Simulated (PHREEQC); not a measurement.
Solution (25 °C): 0.076 mol/kgw HCl, 0.0087 mol/kgw ZnSO4 and 4.6e-05 mol/kgw Na2SO4. Closed to the air; pH follows from the charge balance.

All values are PHREEQC results (ion-association model, phreeqc.dat), not measurements.

| quantity | before | after |
|---|---|---|
| pH | 1.24 | 1.26 |
| Zn+2 (mol/kgw) | 0.00753 | 0.00518 |
| HSO4- (mol/kgw) | 0.00598 | 0.00792 |
| SO4-2 (mol/kgw) | 0.00220 | 0.000683 |
| ZnCl+ (mol/kgw) | 0.000581 | 0.00319 |
| SI of Halite (NaCl) | -6.95 | -7.03 |

Problem. Which change was made?
(A) temperature from 25 to 85 °C
(B) diluted 10-fold with water
(C) Na2SO4 from 4.6e-05 to 9.2e-06 mol/kgw
(D) 0.0032 mol/kgw TMAH added
(E) ZnSO4 from 0.0087 to 0.0435 mol/kgw

Solution. A, temperature from 25 to 85 °C

This is a speciation only: nothing precipitates in the calculation. Constants without temperature data keep their 25 °C values here.
